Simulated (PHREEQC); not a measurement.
## Acid rinse or clean: speciation

A solution holds 0.004 mol/kgw H2SO4, 0.095 mol/kgw NaCl and 0.011 mol/kgw KCl, at 25 °C. It is in equilibrium with CO2 at log p = -3.4 (atm). Otherwise closed; pH follows from the charge balance.

Computed with PHREEQC (ion-association model, wateq4f.dat).

```yaml
pH: 2.23
ionic_strength: 0.116 mol/kgw
total_alkalinity: -8.00 meq/kg
```

```csv
species,molality,activity,log γ
Cl-,0.106,0.0799,-0.123
Na+,0.0945,0.0732,-0.111
K+,0.0109,0.00823,-0.123
H+,0.00727,0.00595,-0.086
SO4-2,0.00274,0.000972,-0.450
HSO4-,0.000734,0.000563,-0.115
NaSO4-,0.000457,0.000357,-0.108
KSO4-,7.21e-5,5.62e-5,-0.108
CO2,1.32e-5,1.36e-5,0.012
HCO3-,1.29e-9,1.01e-9,-0.108
```

No solid was allowed to form.
